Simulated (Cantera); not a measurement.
A freely propagating, adiabatic, planar premixed flame of H2 : O2 : N2 = 1 : 0.455 : 2.09 (molar parts), unburnt at 398 K and 0.250 bar; mixture-averaged transport, grid criteria slope 0.08 and curve 0.16, no radiation.

Cantera simulation using the H2/O2 subset of GRI-Mech 3.0, which has no nitrogen chemistry; the numbers are that mechanism's predictions, not measurements. Burning velocities carry a grid error of a few per cent, more on coarse grids.

Task: What does this change do: inlet temperature 398 to 475 K?

Result: 
| quantity | before | after |
|---|---|---|
| laminar burning velocity | 291 cm/s | 388 cm/s |
| thermal thickness | 2.65 mm | 2.84 mm |
| peak x(HO2) | 0.000155 | 0.000124 |
| peak x(O) | 0.00920 | 0.0102 |
| peak x(H2O2) | 2.74e-5 | 1.06e-5 |

Task: What does this change do: inlet temperature 398 to 450 K?

Result: 
| quantity | before | after |
|---|---|---|
| laminar burning velocity | 291 cm/s | 354 cm/s |
| thermal thickness | 2.65 mm | 2.78 mm |
| peak x(HO2) | 0.000155 | 0.000134 |
| peak x(O) | 0.00920 | 0.00983 |
| peak x(H2O2) | 2.74e-5 | 1.47e-5 |
